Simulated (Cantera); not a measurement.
Input: 1 mol MgO, 1.5 mol CO, equilibrated at 15.0 Pa.

Cantera equilibrium calculation (NASA polynomials, part measured and part estimated; ideal gas, pure solids and liquids). Candidate condensed phases: C, Mg, MgCO3, MgO; 15 gas species. The numbers say what is thermodynamically allowed, not how fast it happens.

**Question.** Which condensed phases are stable at each of these points (T (K)): 1925, 1975, 2025, 2075, 2125, 2175, 2225, 2275, 2325?

**Answer.** 
```tsv
T (K)	condensed phases	Mg condensed (%)
1925	MgO(s)	86.8
1975	MgO(s)	81.2
2025	MgO(s)	73.6
2075	MgO(s)	62.9
2125	MgO(s)	45.6
2175	MgO(s)	5.1
2225	gas only	0.0
2275	gas only	0.0
2325	gas only	0.0
```

From 1925 K to 2175 K the condensed part is MgO(s). From 2225 K to 2325 K nothing is condensed.
